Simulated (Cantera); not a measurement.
Cantera run:

```python
import numpy as np
import cantera as ct

gas_names = """
    CL CL2 H HCL H2 Si SiCL SiCL2 SiCL3 SiCL4 SiH SiHCL3 SiH2 SiH2CL2 SiH3 SiH3CL SiH4 Si2 Si3
""".split()
cond_names = """
    Si(cr) Si(L)
""".split()


# ... load() reads the species with a 1 bar reference pressure and builds the phases ...
atoms = {
    'SiCl4': {'Si': 1, 'CL': 4},
    'H2': {'H': 2},
}
top_T = {}  # K; cautious upper limits of use, not melting points


# ... equilibrate(T, P, feed) seeds the gas with the atoms and calls Mixture.equilibrate('TP', solver="vcs", rtol=1e-11, max_steps=5000) ...
results = []
feed = {'SiCl4': 1, 'H2': 0.39}  # mol
T = 1098  # K
P = 13332.2  # Pa
mix = equilibrate(T, P, feed)
results.append((T, P, feed, dict(zip(mix.species_names, mix.species_moles))))
print(gas.report(threshold=1e-06))
for i in range(1, mix.n_phases):
    print(f"{mix.phase(i).name:16s} {mix.phase_moles(i):12.5e} mol")
```

Output:

```
       temperature   1098 K
          pressure   13332 Pa
           density   0.17768 kg/m^3
  mean mol. weight   121.67 kg/kmol
   phase of matter   gas

                          1 kg             1 kmol
                     ---------------   ---------------
          enthalpy       -3.3032e+06       -4.0189e+08  J
   internal energy       -3.3783e+06       -4.1102e+08  J
           entropy            3322.1        4.0419e+05  J/K
    Gibbs function       -6.9509e+06       -8.4569e+08  J
 heat capacity c_p            690.26             83982  J/K
 heat capacity c_v            621.93             75668  J/K

                      mass frac. Y      mole frac. X     chem. pot. / RT
                     ---------------   ---------------   ---------------
               HCL          0.017157          0.057255           -39.506
                H2         0.0038089           0.22987           -21.228
             SiCL2         0.0025136         0.0030895           -63.883
             SiCL3          0.013297          0.012034           -92.775
             SiCL4           0.92014           0.65898           -121.67
            SiHCL3          0.042862          0.038502           -103.39
           SiH2CL2        0.00022341        0.00026912           -85.111
     [  +12 minor]        2.7515e-07        5.3856e-07

Si(cr)            0.00000e+00 mol
```

Method: chemical equilibrium by Gibbs-energy minimisation in Cantera with the NASA 1993 tables (ideal gas, pure condensed phases). The tables' values for SiCl3 are old estimates; treat these amounts as uncertain.
